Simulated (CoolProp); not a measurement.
A Linde-Hampson liquefier for methane: isothermal reversible compression at 250 K from 1 atm to 40 MPa, throttling to 1 atm, return gas leaving the recuperator 10 K below the feed. Each further row changes one setting.

Model: reference Helmholtz-energy equation of state, Setzmann 1991, in CoolProp.

| case | liquid yield per pass | compression work (kJ/kg of gas) |
|---|---|---|
| as stated | [?] | 688 |
| high pressure 80 MPa | 0.289 | 809 |
| warm-end temperature 280 K | [?] | 803 |
| warm-end gap 15 K | [?] | 688 |

Q: Complete the blanks.

A: 
- as stated, liquid yield per pass: 0.338
- warm-end temperature 280 K, liquid yield per pass: 0.269
- warm-end gap 15 K, liquid yield per pass: 0.329
